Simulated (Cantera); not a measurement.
A freely propagating, adiabatic, planar premixed flame of H2 : O2 : N2 = 1 : 0.505 : 1.9 (molar parts), equivalence ratio 0.99, unburnt at 350 K and 3.36 atm; mixture-averaged transport, grid criteria slope 0.08 and curve 0.16, no radiation.

Computed with Cantera and the H2/O2 subset of GRI-Mech 3.0, which has no nitrogen chemistry. The hydrogen kinetics of GRI-Mech 3.0 are dated; newer H2 mechanisms differ, most at raised pressure. Burning velocities carry a grid error of a few per cent, more on coarse grids.

Question: How do the results move with these cheaper or finer settings: unity-Lewis-number transport; multicomponent transport; multicomponent+Soret transport; grid criteria slope 0.5, curve 1; grid criteria slope 0.25, curve 0.5; grid criteria slope 0.03, curve 0.06?

Answer: 
```json
[
 {"setting": "as above", "laminar burning velocity": "268 cm/s", "thermal thickness": "0.0795 mm", "peak x(O)": "0.00722", "peak x(H2O2)": "0.000143", "grid points": "110"},
 {"setting": "unity-Lewis-number transport", "laminar burning velocity": "216 cm/s", "thermal thickness": "0.0724 mm", "peak x(O)": "0.00808", "peak x(H2O2)": "5.29e-5", "grid points": "106"},
 {"setting": "multicomponent transport", "laminar burning velocity": "264 cm/s", "thermal thickness": "0.0785 mm", "peak x(O)": "0.00719", "peak x(H2O2)": "0.000146", "grid points": "110"},
 {"setting": "multicomponent+Soret transport", "laminar burning velocity": "237 cm/s", "thermal thickness": "0.0778 mm", "peak x(O)": "0.00704", "peak x(H2O2)": "0.000148", "grid points": "110"},
 {"setting": "grid criteria slope 0.5, curve 1", "laminar burning velocity": "291 cm/s", "thermal thickness": "0.0944 mm", "peak x(O)": "0.00702", "peak x(H2O2)": "0.000120", "grid points": "44"},
 {"setting": "grid criteria slope 0.25, curve 0.5", "laminar burning velocity": "275 cm/s", "thermal thickness": "0.0846 mm", "peak x(O)": "0.00740", "peak x(H2O2)": "0.000139", "grid points": "53"},
 {"setting": "grid criteria slope 0.03, curve 0.06", "laminar burning velocity": "267 cm/s", "thermal thickness": "0.0780 mm", "peak x(O)": "0.00716", "peak x(H2O2)": "0.000145", "grid points": "257"}
]
```
Unity Lewis numbers drop preferential diffusion, which matters most where H2 and H carry the flame; Soret adds thermal diffusion.
